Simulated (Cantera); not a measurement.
A Cantera script and its output.

```python
import numpy as np
import cantera as ct

gas = ct.Solution("gri30.yaml")
gas.TPX = 1375, 3200, {'H2': 0.19, 'O2': 1}
reactor = ct.IdealGasConstPressureReactor(gas, energy="off", clone=False)
net = ct.ReactorNet([reactor])
net.rtol, net.atol = 1e-08, 1e-18
show = ['H2', 'O2', 'H', 'HO2', 'H2O']
times = np.geomspace(0.0001, 1, 15)

steps = ct.SolutionArray(gas, extra=["t"])
rows = []
print(f"{'t/s':>10s}{'T/K':>9s}{'P/Pa':>11s}" + "".join(f"{s:>11s}" for s in show))
for t in times:
    while net.time < t:
        t_next = net.step()
        steps.append(gas.state, t=t_next)
    rows.append([np.interp(t, steps.t, y) for y in (steps.T, steps.P, *steps(*show).X.T)])
    print(f"{t:10.3e}{rows[-1][0]:9.1f}{rows[-1][1]:11.4g}" + "".join(f"{x:11.3e}" for x in rows[-1][2:]))
rate = np.gradient(steps.T, steps.t)
print("integrator steps:", len(steps.t))
if steps.T.max() > steps.T[0] + 200:
    print(f"time of steepest temperature rise: {steps.t[rate.argmax()]:.4e} s")
gas.TPX = 1375, 3200, {'H2': 0.19, 'O2': 1}
gas.equilibrate("TP")
print(f"equilibrium (TP): T = {gas.T:.1f} K  " + "  ".join(f"{s} {gas[s].X[0]:.3e}" for s in show))
```

Output:

```
       t/s      T/K       P/Pa         H2         O2          H        HO2        H2O
 1.000e-04   1375.0       3200  1.596e-01  8.403e-01  1.037e-05  5.607e-07  1.913e-05
 1.931e-04   1375.0       3200  1.551e-01  8.374e-01  1.666e-03  4.196e-06  3.172e-03
 3.728e-04   1375.0       3200  9.528e-03  7.373e-01  4.296e-02  1.212e-05  1.211e-01
 7.197e-04   1375.0       3200  6.403e-03  7.399e-01  3.656e-02  1.210e-05  1.296e-01
 1.389e-03   1375.0       3200  5.677e-03  7.524e-01  2.927e-02  1.226e-05  1.363e-01
 2.683e-03   1375.0       3200  4.427e-03  7.714e-01  1.901e-02  1.222e-05  1.463e-01
 5.179e-03   1375.0       3200  2.709e-03  7.941e-01  8.548e-03  1.131e-05  1.578e-01
 1.000e-02   1375.0       3200  1.175e-03  8.123e-01  2.337e-03  8.628e-06  1.664e-01
 1.931e-02   1375.0       3200  3.796e-04  8.214e-01  4.207e-04  4.863e-06  1.706e-01
 3.728e-02   1375.0       3200  1.097e-04  8.246e-01  6.510e-05  2.090e-06  1.722e-01
 7.197e-02   1375.0       3200  3.305e-05  8.257e-01  1.081e-05  8.059e-07  1.729e-01
 1.389e-01   1375.0       3200  1.105e-05  8.261e-01  2.104e-06  3.252e-07  1.732e-01
 2.683e-01   1375.0       3200  4.115e-06  8.263e-01  4.813e-07  1.560e-07  1.733e-01
 5.179e-01   1375.0       3200  1.693e-06  8.264e-01  1.277e-07  1.024e-07  1.734e-01
 1.000e+00   1375.0       3200  7.796e-07  8.264e-01  4.013e-08  9.521e-08  1.734e-01
integrator steps: 1650
equilibrium (TP): T = 1375.0 K  H2 3.284e-07  O2 8.264e-01  H 1.105e-08  HO2 1.142e-07  H2O 1.735e-01
```

Model: GRI-Mech 3.0 (53 species, 325 reactions), integrated in Cantera. Radical loss at walls, strong at low pressure, is not modelled. The temperature is held fixed by assumption; the heat of reaction is taken as removed at once.
